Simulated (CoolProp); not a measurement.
The numbers come from the reference Helmholtz-energy equation of state, Thol 2019 in CoolProp.

Task: For decamethylcyclopentasiloxane (D5), give the phase and the Z, speed of sound (m/s), Joule-Thomson coefficient (K/MPa), isothermal compressibility (1/MPa) at 229.65 °C and 1.01 bar; 274.75 °C and 1.01 bar; 319.75 °C and 1.01 bar.

Result: 
- 229.65 °C and 1.01 bar: gas; Z 0.922, speed of sound 98.6, Joule-Thomson coefficient 20.3, isothermal compressibility 10.8
- 274.75 °C and 1.01 bar: gas; Z 0.945, speed of sound 105, Joule-Thomson coefficient 14.5, isothermal compressibility 10.5
- 319.75 °C and 1.01 bar: gas; Z 0.960, speed of sound 111, Joule-Thomson coefficient 11.0, isothermal compressibility 10.3
